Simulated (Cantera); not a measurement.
Input: 1 mol Mg(OH)2, 6.2 mol H2O, 0.83 mol H2, equilibrated at 1575 °C and 77.0 mbar.

Equilibrium computed with Cantera from the NASA thermochemical tables; the gas is ideal and each condensed phase is pure. Candidate condensed phases: H2O, Mg, MgO, Mg(OH)2; 15 gas species. Rates play no part.

Base state: H2O 0.896, H2 0.103, H 0.000615, OH 0.000392 (mole fractions); condensed: MgO(s).

Task: What changes in the equilibrium state with this change: pressure from 77.0 mbar to 71.0 Pa?

Result: 
```json
[
 {"species": "H2O", "before": "0.896", "after": "0.885"},
 {"species": "H2", "before": "0.103", "after": "0.103"},
 {"species": "H", "before": "0.000615", "after": "0.00639"},
 {"species": "OH", "before": "0.000392", "after": "0.00405"},
 {"species": "Mg", "before": "2.16e-6", "after": "0.000236"},
 {"species": "O", "before": "1.78e-6", "after": "0.000192"},
 {"species": "O2", "before": "6.80e-6", "after": "0.000725"},
 {"species": "MgO(s), mol", "before": "1.000", "after": "0.998"}
]
```
